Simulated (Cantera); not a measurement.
## Premixed flame

A freely propagating, adiabatic, planar premixed flame of 54.1 % H2, 9.68 % O2, 36.3 % N2, equivalence ratio 2.8, unburnt at 375 K and 0.197 atm; mixture-averaged transport, grid criteria slope 0.08 and curve 0.16, no radiation.

Cantera simulation using the H2/O2 subset of GRI-Mech 3.0, which has no nitrogen chemistry; the numbers are that mechanism's predictions, not measurements. Burning velocities carry a grid error of a few per cent, more on coarse grids.

| z (mm) | T (K) | u (m/s) | x H2 | x O2 | x H | x OH | x O | x H2O |
|---|---|---|---|---|---|---|---|---|
| -10.00 | 375 | 3.07 | 0.541 | 0.0968 | <1e-8 | <1e-8 | <1e-8 | <1e-8 |
| -6.67 | 375 | 3.07 | 0.541 | 0.0968 | <1e-8 | <1e-8 | <1e-8 | <1e-8 |
| -5.00 | 375 | 3.07 | 0.541 | 0.0968 | <1e-8 | <1e-8 | <1e-8 | <1e-8 |
| -3.33 | 375 | 3.07 | 0.541 | 0.0968 | <1e-8 | <1e-8 | <1e-8 | 2.42e-8 |
| -1.67 | 399 | 3.26 | 0.537 | 0.0969 | 0.000113 | 5.66e-5 | 6.04e-6 | 0.000822 |
| -0.833 | 651 | 5.18 | 0.506 | 0.0898 | 0.00847 | 0.000315 | 0.000137 | 0.0217 |
| 0 | 1012 | 7.85 | 0.416 | 0.0575 | 0.0483 | 0.000659 | 0.00147 | 0.0934 |
| 0.833 | 1233 | 9.55 | 0.340 | 0.0115 | 0.0819 | 0.000918 | 0.00110 | 0.181 |
| 1.67 | 1317 | 10.2 | 0.328 | 0.00133 | 0.0833 | 0.000796 | 0.000308 | 0.202 |
| 3.33 | 1402 | 10.8 | 0.333 | 7.82e-5 | 0.0736 | 0.000906 | 0.000184 | 0.205 |
| 6.67 | 1495 | 11.4 | 0.342 | 4.40e-5 | 0.0606 | 0.00102 | 0.000157 | 0.207 |
| 13.3 | 1589 | 12.0 | 0.352 | 3.15e-5 | 0.0468 | 0.00105 | 0.000116 | 0.208 |
| 26.7 | 1676 | 12.6 | 0.361 | 1.88e-5 | 0.0336 | 0.000948 | 7.14e-5 | 0.210 |
x: mole fraction of selected species; z is measured from the peak of heat release.

```json
{
 "laminar_burning_velocity": "307 cm/s",
 "thermal_thickness": "3.33 mm",
 "peak x(H)": "0.0845",
 "peak x(OH)": "0.00105",
 "peak x(O)": "0.00179",
 "grid_points": "146"
}
```
